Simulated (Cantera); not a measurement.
A Cantera script and its output.

```python
import numpy as np
import cantera as ct

gas = ct.Solution("gri30.yaml")
gas.TPX = 500, 100000, {'CH4': 1, 'C2H6': 0.3, 'O2': 3.77, 'N2': 14.2}
inlet = ct.Reservoir(gas, clone=True)
gas.equilibrate("HP")  # start burning
reactor = ct.IdealGasConstPressureReactor(gas, energy="on", clone=False)
exhaust = ct.Reservoir(gas, clone=True)
tau = [0.052, 0.021, 0.0088, 0.0036, 0.0015, 0.00061, 0.00025, 0.0001, 4.3e-05, 1.8e-05, 7.2e-06][0]
for a, b in ((inlet, reactor), (reactor, exhaust)):
    ct.MassFlowController(a, b, mdot=lambda t: reactor.mass / tau)
net = ct.ReactorNet([reactor])
show = ['CH4', 'C2H6', 'O2', 'NO2', 'N2O']

rows = []
print(f"{'tau/s':>10s}{'T/K':>9s}" + "".join(f"{s:>11s}" for s in show))
for tau in [0.052, 0.021, 0.0088, 0.0036, 0.0015, 0.00061, 0.00025, 0.0001, 4.3e-05, 1.8e-05, 7.2e-06]:
    net.initial_time = 0.0
    net.advance(30 * tau)
    before = gas.X
    net.advance(40 * tau)
    drift = np.max(np.abs(gas.X - before) / (gas.X + 1e-9))
    rows.append([gas.T, *gas[show].X, drift])
    print(f"{tau:10.3e}{gas.T:9.1f}" + "".join(f"{x:11.3e}" for x in gas[show].X))
```

Result:

```
     tau/s      T/K        CH4       C2H6         O2        NO2        N2O
 5.200e-02   2143.9  3.856e-06  1.746e-07  3.739e-02  3.285e-07  2.845e-07
 2.100e-02   2128.3  7.646e-06  3.961e-07  3.802e-02  1.784e-07  3.021e-07
 8.800e-03   2102.4  1.407e-05  8.375e-07  3.895e-02  9.589e-08  3.031e-07
 3.600e-03   2062.9  2.629e-05  1.759e-06  4.035e-02  4.906e-08  2.806e-07
 1.500e-03   2011.5  5.013e-05  3.614e-06  4.222e-02  2.608e-08  2.475e-07
 6.100e-04   1946.3  1.037e-04  7.759e-06  4.477e-02  1.454e-08  2.139e-07
 2.500e-04   1870.2  2.368e-04  1.784e-05  4.845e-02  8.453e-09  1.847e-07
 1.000e-04   1773.0  7.052e-04  5.242e-05  5.578e-02  4.641e-09  1.519e-07
 4.300e-05    500.0  5.189e-02  1.557e-02  1.956e-01 -2.099e-20 -6.098e-22
 1.800e-05    500.0  5.189e-02  1.557e-02  1.956e-01 -1.260e-23 -3.660e-25
 7.200e-06    500.0  5.189e-02  1.557e-02  1.956e-01 -7.956e-25 -2.312e-26
```

Computed with Cantera and GRI-Mech 3.0 (53 species, 325 reactions).
